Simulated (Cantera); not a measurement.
An isothermal, constant-pressure homogeneous reactor starts with NO : N₂ = 1 : 0.29 (molar parts), at 2198 K and 1.00 atm. Integrator tolerance rtol = 1e-08.

Detailed kinetics in Cantera: GRI-Mech 3.0 (53 species, 325 reactions).

**Question.** What does this change do: pressure from 1.00 atm to 0.0227 atm?

**Answer.** 
```
quantity                                           before                                    after
----------------  ---------------------------------------  ---------------------------------------
x(NO) at 2.00 s     0.0149 (gas-phase equilibrium 0.0148)    0.0826 (gas-phase equilibrium 0.0147)
x(O) at 2.00 s    0.00164 (gas-phase equilibrium 0.00164)    0.0103 (gas-phase equilibrium 0.0108)
x(NO₂) at 2.00 s  2.56e-5 (gas-phase equilibrium 2.56e-5)  2.03e-5 (gas-phase equilibrium 3.78e-6)
x(N₂) at 2.00 s       0.604 (gas-phase equilibrium 0.604)      0.568 (gas-phase equilibrium 0.602)
x(O₂) at 2.00 s       0.379 (gas-phase equilibrium 0.379)      0.339 (gas-phase equilibrium 0.373)
x(N₂O) at 2.00 s  7.28e-7 (gas-phase equilibrium 7.28e-7)  1.35e-6 (gas-phase equilibrium 1.08e-7)
```
Radical loss at walls, strong at low pressure, is not modelled.
